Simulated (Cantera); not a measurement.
# Moist CO burnout

An isothermal, constant-pressure homogeneous reactor starts with CO : O₂ : H₂O : N₂ = 0.0033 : 0.012 : 0.00017 : 1 (molar parts), equivalence ratio 0.14, at 1348 K and 7.00 bar.

Computed with Cantera and GRI-Mech 3.0 (53 species, 325 reactions).

| t (s) | x CO | x O₂ | x H₂O | x NO | x H | x O | x NO₂ |
|---|---|---|---|---|---|---|---|
| 0.000200 | 0.00325 | 0.0118 | 0.000167 | <1e-12 | 1.27e-10 | 2.09e-8 | <1e-12 |
| 0.000920 | 0.00325 | 0.0118 | 0.000167 | <1e-12 | 2.95e-9 | 2.12e-7 | <1e-12 |
| 0.00423 | 0.00291 | 0.0116 | 0.000164 | 1.65e-8 | 5.92e-7 | 2.66e-5 | 9.12e-10 |
| 0.0194 | 0.00102 | 0.0107 | 0.000165 | 7.83e-7 | 2.11e-7 | 1.31e-5 | 5.69e-8 |
| 0.0894 | 6.09e-5 | 0.0102 | 0.000167 | 2.05e-6 | 1.07e-8 | 1.63e-6 | 1.74e-7 |
| 0.411 | 4.48e-7 | 0.0102 | 0.000167 | 2.35e-6 | 9.10e-11 | 6.71e-8 | 4.24e-8 |
| 1.89 | 5.13e-9 | 0.0102 | 0.000168 | 2.38e-6 | 9.91e-12 | 1.58e-8 | 1.25e-8 |
| 8.70 | 4.73e-9 | 0.0102 | 0.000168 | 2.38e-6 | 9.82e-12 | 1.57e-8 | 1.24e-8 |
| 40.0 | 4.73e-9 | 0.0102 | 0.000168 | 2.39e-6 | 9.82e-12 | 1.57e-8 | 1.25e-8 |
x: mole fraction; the columns are a selection and need not sum to one.

Equilibrium at this temperature and pressure: CO 4.75e-9, O₂ 0.0101, H₂O 0.000168, NO 0.000132, H 9.84e-12, O 1.56e-8, NO₂ 6.88e-7 (gas phase only).
